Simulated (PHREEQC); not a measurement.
Solution (25 °C): 4.6 mmol/kgw NaOH and 0.33 mmol/kgw CO2. Closed to the air; pH follows from the charge balance.

Model: Pitzer model, pitzer.dat, run in PHREEQC.

Precipitation was switched off in this run.

Q: Estimate the pH.

A: pH 11.56.

Q: In which forms is C present?

A: CO3-2 96 %, HCO3- 4.4 % of the C.
